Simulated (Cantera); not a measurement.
An adiabatic, constant-volume homogeneous reactor starts with CH₄ : O₂ : N₂ : H₂O = 1 : 3.64 : 13.7 : 2.6 (molar parts), equivalence ratio 0.55, at 1800 K and 4.93 atm.

Model: GRI-Mech 3.0 (53 species, 325 reactions), integrated in Cantera.

Q: Predict: time of steepest temperature rise; temperature at 0.400 s; equilibrium temperature; x(O₂) at 0.400 s; x(H₂O) at 0.400 s; x(NO₂) at 0.400 s; x(CO) at 0.400 s; x(H₂O₂) at 0.400 s.

A: 
```
Property                                                             Value
---------------------------------  ---------------------------------------
time of steepest temperature rise                                  25.9 µs
temperature at 0.400 s                                              2715 K
equilibrium temperature                                             2715 K
x(O₂) at 0.400 s                     0.0683 (gas-phase equilibrium 0.0683)
x(H₂O) at 0.400 s                      0.203 (gas-phase equilibrium 0.203)
x(NO₂) at 0.400 s                  1.91e-5 (gas-phase equilibrium 1.91e-5)
x(CO) at 0.400 s                   0.00601 (gas-phase equilibrium 0.00601)
x(H₂O₂) at 0.400 s                 1.58e-6 (gas-phase equilibrium 1.58e-6)
```
